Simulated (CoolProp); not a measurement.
R1336mzz(Z) along the isobar 4.12 MPa: fugacity coefficient from the reference equation and from simpler models built on Tc = 444.5 K, pc = 2.904 MPa, ω = 0.386; each cubic takes its own stable root.

Values from CoolProp's reference Helmholtz-energy equation of state, McLinden 2020.

```csv
T (K),phase,reference,van der Waals,Soave-Redlich-Kwong,Peng-Robinson
223.5,liquid,0.0003477,0.02964,0.0003592,0.0003836
233.3,liquid,0.0007206,0.03839,0.0007412,0.0007776
243.1,liquid,0.001389,0.04867,0.001426,0.001474
252.9,liquid,0.002515,0.06053,0.002582,___
262.7,liquid,0.004307,0.07401,0.004427,0.004464
272.5,liquid,0.007024,0.08911,0.007237,___
282.3,liquid,0.01097,0.1058,0.01134,___
292.1,liquid,0.01649,0.1242,0.01709,0.01681
301.9,liquid,0.02394,___,___,___
311.7,liquid,0.03370,0.1654,0.03519,0.03424
321.5,liquid,0.04615,0.1882,0.04836,0.04686
331.3,liquid,0.06162,0.2123,0.06478,0.06256
```

Question: Fill in the missing entries.

Answer: 
- 252.9, Peng-Robinson: 0.002632
- 272.5, Peng-Robinson: 0.007227
- 282.3, Peng-Robinson: 0.01123
- 301.9, van der Waals: 0.1440
- 301.9, Soave-Redlich-Kwong: 0.02491
- 301.9, Peng-Robinson: 0.02436
